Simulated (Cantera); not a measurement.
An isothermal, constant-pressure homogeneous reactor starts with 45.5 % C2H6, 54.5 % N2, at 1148 K and 0.0128 atm.

Cantera simulation using GRI-Mech 3.0 (53 species, 325 reactions); the numbers are that mechanism's predictions, not measurements. GRI-Mech 3.0 stops at C3 and has no aromatics, soot or wall deposition, so with more carbon than oxygen in the feed, carbon stays in small species such as C2H2 where larger ones or solid carbon would form. Radical loss at walls, strong at low pressure, is not modelled.

x: mole fraction; the columns are a selection and need not sum to one.

| t (s) | x C2H6 | x HCN | x C2H | x H | x CH3 |
|---|---|---|---|---|---|
| 2.00e-6 | 0.455 | <1e-12 | <1e-12 | 7.52e-12 | 7.33e-8 |
| 1.43e-5 | 0.455 | <1e-12 | <1e-12 | 4.60e-11 | 5.23e-7 |
| 0.000103 | 0.455 | <1e-12 | <1e-12 | (withheld) | 3.62e-6 |
| 0.000737 | 0.455 | <1e-12 | <1e-12 | (withheld) | 2.02e-5 |
| 0.00528 | 0.453 | <1e-12 | <1e-12 | (withheld) | 5.42e-5 |
| 0.0379 | 0.417 | 4.83e-12 | 2.28e-12 | (withheld) | 0.000151 |
| 0.271 | 0.212 | 9.48e-12 | 1.80e-11 | (withheld) | 0.000115 |
| 1.95 | 0.00467 | 1.12e-11 | 5.40e-11 | (withheld) | 1.82e-5 |
| 13.9 | 0.000220 | 1.09e-11 | 2.65e-11 | 1.03e-6 | 3.90e-6 |
| 100 | 0.000103 | 9.99e-12 | 5.05e-11 | 1.09e-6 | 3.19e-6 |

Q: Fill in the missing entries.

A: 
- 0.000103, x H: 2.02e-9
- 0.000737, x H: 9.50e-8
- 0.00528, x H: 1.81e-6
- 0.0379, x H: 4.83e-6
- 0.271, x H: 6.22e-6
- 1.95, x H: 4.05e-6
